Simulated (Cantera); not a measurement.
A Cantera script and what it prints.

```python
import numpy as np
import cantera as ct

gas_names = """
    CL CL2 H HCL H2 N NH NH2 NH3 N2 N2H2 N2H4 Si SiCL SiCL2 SiCL3 SiCL4 SiH SiHCL3 SiH2 SiH2CL2 SiH3
    SiH3CL SiH4 SiN Si2 Si2N Si3
""".split()
cond_names = """
    NH4CL(a) NH4CL(b) Si(cr) Si(L) Si3N4(a)
""".split()


# ... load() reads the species with a 1 bar reference pressure and builds the phases ...
atoms = {
    'SiCl4': {'Si': 1, 'CL': 4},
    'N2': {'N': 2},
    'H2': {'H': 2},
}
top_T = {'Si3N4(a)': 2400}  # K; cautious upper limits of use, not melting points


# ... equilibrate(T, P, feed) seeds the gas with the atoms and calls Mixture.equilibrate('TP', solver="vcs", rtol=1e-11, max_steps=5000) ...
results = []
feed = {'SiCl4': 1, 'N2': 18, 'H2': 4.2}  # mol
T = 950  # K
P = 100  # Pa
mix = equilibrate(T, P, feed)
results.append((T, P, feed, dict(zip(mix.species_names, mix.species_moles))))
x = sorted(zip(gas.X, gas.species_names), reverse=True)
print(f"T = {T:g} K  P = {P:g} Pa  gas = {mix.phase_moles(0):.4g} mol")
print("   x: " + "  ".join(f"{s} {v:.3e}" for v, s in x if v > 0.0001))
print("   condensed (mol): " + ("  ".join(f"{mix.phase(i).name} {mix.phase_moles(i):.4g}"
      for i in range(1, mix.n_phases) if mix.phase_moles(i) > 1e-12) or "none"))
```

Result:

```
T = 950 K  P = 100 Pa  gas = 23.51 mol
   x: N2 7.392e-01  HCL 1.585e-01  H2 9.940e-02  SiCL4 2.902e-03
   condensed (mol): Si3N4(a) 0.3105
```

Method: chemical equilibrium by Gibbs-energy minimisation in Cantera with the NASA 1993 tables (ideal gas, pure condensed phases). N2 is the only nitrogen source here; it is nearly inert below about 1500 K, so the nitride shown seldom forms there in practice.
